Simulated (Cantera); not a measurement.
Feed: 1 mol CH₂F₂, a varied amount of Si, at 827 °C and 0.0250 bar.

Method: chemical equilibrium by Gibbs-energy minimisation in Cantera with the NASA 1993 tables (ideal gas, pure condensed phases). Candidate condensed phases: C, C₆H₆, C₇H₈, C₈H₁₈, Si, SiC; 113 gas species. The numbers say what is thermodynamically allowed, not how fast it happens.

x: gas mole fraction; n: condensed amount in mol.

```
n(Si) (mol)   x HF    x H₂  x SiF₄  x CH₄  n C(graphite)
-----------  -----  ------  ------  -----  -------------
0.04         0.939  0.0408  0.0204    [?]          1.000
0.054        0.917  0.0555  0.0277    [?]          1.000
0.074        0.885  0.0768  0.0384    [?]          1.000
0.1          0.842   0.105  0.0526    [?]          1.000
0.14         0.774   0.150  0.0753    [?]          1.000
0.19         0.685   0.210   0.105    [?]          1.000
0.25         0.571   0.286   0.143    [?]          1.000
```

**Question.** Complete the blanks.

**Answer.** 
- 0.04, x CH₄: 1.49e-6
- 0.054, x CH₄: 2.76e-6
- 0.074, x CH₄: 5.30e-6
- 0.1, x CH₄: 9.94e-6
- 0.14, x CH₄: 2.03e-5
- 0.19, x CH₄: 3.95e-5
- 0.25, x CH₄: 7.32e-5
